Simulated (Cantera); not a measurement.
Input (Python, Cantera) and output of one run.

```python
import numpy as np
import cantera as ct

gas_names = [...]  # 118 gases of nasa_gas.yaml made of C, Cl, F, H
cond_names = """
    C(gr) C6H6(L) C7H8(L) C8H18(L),n-octa
""".split()


# ... load() reads the species with a 1 bar reference pressure and builds the phases ...
atoms = {
    'c-C4F8': {'C': 4, 'F': 8},
    'HCl': {'H': 1, 'CL': 1},
    'CH4': {'C': 1, 'H': 4},
}
top_T = {'C(gr)': 4500}  # K; cautious upper limits of use, not melting points


# ... equilibrate(T, P, feed) seeds the gas with the atoms and calls Mixture.equilibrate('TP', solver="gibbs", rtol=1e-10, max_steps=50000) ...
results = []
feed = {'c-C4F8': 1, 'HCl': 0.062, 'CH4': 0.27}  # mol
P = 61000  # Pa
for T in [3025, 3075, 3125, 3175, 3225, 3275, 3325, 3375, 3425]:
    mix = equilibrate(T, P, feed)
    results.append((T, P, feed, dict(zip(mix.species_names, mix.species_moles))))
    x = sorted(zip(gas.X, gas.species_names), reverse=True)
    print(f"T = {T:g} K  P = {P:g} Pa  gas = {mix.phase_moles(0):.4g} mol")
    print("   x: " + "  ".join(f"{s} {v:.3e}" for v, s in x if v > 0.001))
    print("   condensed (mol): " + ("  ".join(f"{mix.phase(i).name} {mix.phase_moles(i):.4g}"
          for i in range(1, mix.n_phases) if mix.phase_moles(i) > 1e-12) or "none"))
```

Output:

```
T = 3025 K  P = 61000 Pa  gas = 5.623 mol
   x: CF2 3.803e-01  F 3.413e-01  HF 2.028e-01  CF 4.157e-02  CF4 1.106e-02  CL 1.092e-02  CF3 1.050e-02
   condensed (mol): C(gr) 1.76
T = 3075 K  P = 61000 Pa  gas = 5.799 mol
   x: F 3.712e-01  CF2 3.543e-01  HF 1.966e-01  CF 4.997e-02  CL 1.060e-02  CF3 8.409e-03  CF4 6.801e-03  C3 1.115e-03
   condensed (mol): C(gr) 1.811
T = 3125 K  P = 61000 Pa  gas = 5.974 mol
   x: F 3.998e-01  CF2 3.261e-01  HF 1.908e-01  CF 5.928e-02  CL 1.029e-02  CF3 6.636e-03  CF4 4.128e-03  C3 1.834e-03
   condensed (mol): C(gr) 1.861
T = 3175 K  P = 61000 Pa  gas = 6.152 mol
   x: F 4.265e-01  CF2 2.966e-01  HF 1.851e-01  CF 6.943e-02  CL 9.997e-03  CF3 5.166e-03  C3 2.968e-03  CF4 2.476e-03
   condensed (mol): C(gr) 1.903
T = 3225 K  P = 61000 Pa  gas = 6.334 mol
   x: F 4.510e-01  CF2 2.668e-01  HF 1.797e-01  CF 8.035e-02  CL 9.712e-03  C3 4.730e-03  CF3 3.969e-03  CF4 1.467e-03
   condensed (mol): C(gr) 1.927
T = 3275 K  P = 61000 Pa  gas = 6.523 mol
   x: F 4.727e-01  CF2 2.373e-01  HF 1.743e-01  CF 9.187e-02  CL 9.432e-03  C3 7.426e-03  CF3 3.007e-03
   condensed (mol): C(gr) 1.921
T = 3325 K  P = 61000 Pa  gas = 6.723 mol
   x: F 4.910e-01  CF2 2.085e-01  HF 1.688e-01  CF 1.038e-01  C3 1.150e-02  CL 9.152e-03  CF3 2.245e-03  C 1.348e-03  C2 1.245e-03
   condensed (mol): C(gr) 1.87
T = 3375 K  P = 61000 Pa  gas = 6.941 mol
   x: F 5.052e-01  CF2 1.808e-01  HF 1.632e-01  CF 1.159e-01  C3 1.756e-02  CL 8.866e-03  C 1.973e-03  C2 1.920e-03  CF3 1.649e-03  H 1.164e-03
   condensed (mol): C(gr) 1.751
T = 3425 K  P = 61000 Pa  gas = 7.185 mol
   x: F 5.146e-01  HF 1.573e-01  CF2 1.546e-01  CF 1.277e-01  C3 2.647e-02  CL 8.565e-03  C2 2.923e-03  C 2.854e-03  H 1.502e-03  C5 1.494e-03  CF3 1.189e-03
   condensed (mol): C(gr) 1.532
```

These are equilibrium values from Cantera (NASA tables, ideal gas, pure condensed phases), not measurements of a reactor. The feed counts by its element totals alone. The tables' values for C2F4 are old estimates; treat these amounts as uncertain. Gases not in the tables: C2F6 and larger saturated fluorocarbons.
